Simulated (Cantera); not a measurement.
What does this Cantera script print?

```python
import numpy as np
import cantera as ct

gas = ct.Solution("h2o2.yaml")
gas.TPX = 1125, 910, {'H2': 0.041, 'O2': 1}
reactor = ct.IdealGasConstPressureReactor(gas, energy="off", clone=False)
net = ct.ReactorNet([reactor])
net.rtol, net.atol = 1e-08, 1e-18
show = ['H2', 'O2', 'OH', 'H', 'H2O']
times = np.geomspace(5e-06, 10, 14)

steps = ct.SolutionArray(gas, extra=["t"])
rows = []
print(f"{'t/s':>10s}{'T/K':>9s}{'P/Pa':>11s}" + "".join(f"{s:>11s}" for s in show))
for t in times:
    while net.time < t:
        t_next = net.step()
        steps.append(gas.state, t=t_next)
    rows.append([np.interp(t, steps.t, y) for y in (steps.T, steps.P, *steps(*show).X.T)])
    print(f"{t:10.3e}{rows[-1][0]:9.1f}{rows[-1][1]:11.4g}" + "".join(f"{x:11.3e}" for x in rows[-1][2:]))
rate = np.gradient(steps.T, steps.t)
print("integrator steps:", len(steps.t))
if steps.T.max() > steps.T[0] + 200:
    print(f"time of steepest temperature rise: {steps.t[rate.argmax()]:.4e} s")
gas.TPX = 1125, 910, {'H2': 0.041, 'O2': 1}
gas.equilibrate("TP")
print(f"equilibrium (TP): T = {gas.T:.1f} K  " + "  ".join(f"{s} {gas[s].X[0]:.3e}" for s in show))
```

Result:

```
       t/s      T/K       P/Pa         H2         O2         OH          H        H2O
 5.000e-06   1125.0        910  3.939e-02  9.606e-01  6.924e-13  2.539e-11  8.441e-15
 1.526e-05   1125.0        910  3.939e-02  9.606e-01  6.105e-12  7.359e-11  2.297e-13
 4.660e-05   1125.0        910  3.939e-02  9.606e-01  4.880e-11  1.967e-10  5.803e-12
 1.423e-04   1125.0        910  3.939e-02  9.606e-01  3.190e-10  4.830e-10  1.239e-10
 4.343e-04   1125.0        910  3.939e-02  9.606e-01  1.963e-09  1.653e-09  2.292e-09
 1.326e-03   1125.0        910  3.939e-02  9.606e-01  3.995e-08  2.838e-08  8.786e-08
 4.047e-03   1125.0        910  3.888e-02  9.602e-01  1.532e-04  1.101e-04  3.690e-04
 1.235e-02   1125.0        910  5.806e-04  9.319e-01  2.167e-03  5.742e-03  3.494e-02
 3.772e-02   1125.0        910  3.969e-04  9.398e-01  1.807e-03  3.436e-03  3.667e-02
 1.151e-01   1125.0        910  1.782e-04  9.511e-01  1.212e-03  9.904e-04  3.869e-02
 3.515e-01   1125.0        910  3.827e-05  9.579e-01  5.628e-04  9.723e-05  3.976e-02
 1.073e+00   1125.0        910  5.252e-06  9.595e-01  2.102e-04  5.026e-06  4.006e-02
 3.276e+00   1125.0        910  7.315e-07  9.598e-01  7.917e-05  2.669e-07  4.013e-02
 1.000e+01   1125.0        910  1.276e-07  9.598e-01  3.329e-05  1.981e-08  4.016e-02
integrator steps: 1650
equilibrium (TP): T = 1125.0 K  H2 1.043e-09  O2 9.598e-01  OH 3.039e-06  H 1.514e-11  H2O 4.017e-02
```

Model: the H2/O2 subset of GRI-Mech 3.0, which has no nitrogen chemistry, integrated in Cantera. Radical loss at walls, strong at low pressure, is not modelled. The temperature is held fixed by assumption; the heat of reaction is taken as removed at once.
